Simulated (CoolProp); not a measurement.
The fluid at 293.15 K and 11.3 MPa (stagnation) flows isentropically through a choked orifice. The same conditions are run with several fluids, on thermodynamics alone (safety and materials aside).

The numbers come from the reference Helmholtz-energy equation of state of each fluid (CF4 (R14): Platzer 1990; normal hydrogen: Leachman 2009; ethylene: Smukala 2000; nitrogen: Span 2000; oxygen: Schmidt 1985) in CoolProp. The equations of Platzer and Polt are older, rougher fits.

| fluid | throat to inlet pressure ratio | mass flux (kg/(m² s)) | throat temperature (K) |
|---|---|---|---|
| CF4 (R14) | 0.549 | 58200 | 263.9 |
| normal hydrogen | 0.514 | 6970 | 241.3 |
| ethylene | 0.389 | 64700 | 276.2 |
| nitrogen | 0.508 | 27300 | 239.8 |
| oxygen | 0.515 | 29800 | 240.4 |
